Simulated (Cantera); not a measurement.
Feed: 1 mol HMDSO, 16 mol O2, 0.75 mol H2, equilibrated at 9.20 mbar.

Cantera equilibrium calculation (NASA polynomials, part measured and part estimated; ideal gas, pure solids and liquids). Candidate condensed phases: C, C6H6, C7H8, C8H18, H2O, Si, SiC, SiO2; 123 gas species. The feed counts by its element totals alone. The tables hold silica as quartz up to 1696 K and as liquid above; real silica turns to tridymite and cristobalite and melts near 1996 K. The numbers say what is thermodynamically allowed, not how fast it happens.

Over these rows the condensed part is SiO2(condensed). Partial pressures as log10 of bar:

| T (K) | 1000/T (1/K) | log p SiO | log p H2O | log p CO2 | log p O2 |
|---|---|---|---|---|---|
| 1725 | 0.5797 | -9.53 | -2.34 | -2.55 | -2.77 |
| 1775 | 0.5634 | -8.86 | -2.34 | -2.55 | -2.77 |
| 1825 | 0.5479 | ? | -2.34 | -2.55 | -2.77 |
| 1875 | 0.5333 | -7.64 | -2.34 | -2.55 | -2.77 |
| 1925 | 0.5195 | -7.08 | -2.34 | -2.56 | -2.77 |
| 1975 | 0.5063 | -6.55 | -2.35 | -2.56 | -2.77 |

**Question.** Fit log p(SiO) = a + b·(1000/T) to the five rows, give the apparent enthalpy, and predict the row at 1825 K.

**Answer.** Means: 1000/T = 0.5404, log p = -7.932. Sxy = -0.151152, Sxx = 0.0037235, so b = -40.59 and a = -7.932 − (-40.59)×0.5404 = 14.00.
Apparent enthalpy: −19.145 × (-40.59) = 777 kJ/mol. With the condensed phases at unit activity, SiO2(condensed) = SiO(g) + 1/2 O2(g) links this pressure to the main gases: over the six rows their terms move log p by +0.00 in all, so the slope is close to that reaction's ΔH°. The five rows lie within 0.01 of the line.
Prediction at 1825 K: 14.00 + (-40.59)×0.5479 = -8.24. The computed value is -8.24, 0.00 from the line.
